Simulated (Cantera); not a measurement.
Charge: 1 mol Si, 4.6 mol HCl, 1 mol H₂, equilibrated at 1098.15 K and 120 Torr.

Equilibrium computed with Cantera from the NASA thermochemical tables; the gas is ideal and each condensed phase is pure. Candidate condensed phases: Si; 19 gas species. The tables' values for SiCl₃ are old estimates; treat these amounts as uncertain. Kinetics and transport are ignored.

Base state: H₂ 0.637, SiCl₄ 0.202, HCl 0.146, SiHCl₃ 0.0128, SiCl₃ 0.00220, SiCl₂ 0.000337, SiH₂Cl₂ 9.72e-5 (mole fractions); condensed: gas only.

Question: What changes in the equilibrium state with this change: temperature from 1098.15 K to 1275 K?

Answer: 
```tsv
species	before	after
H₂	0.637	0.595
HCl	0.146	0.192
SiCl₄	0.202	0.161
SiCl₂	0.000337	0.0130
SiCl₃	0.00220	0.0179
SiHCl₃	0.0128	0.0201
SiH₂Cl₂	9.72e-5	0.000348
```
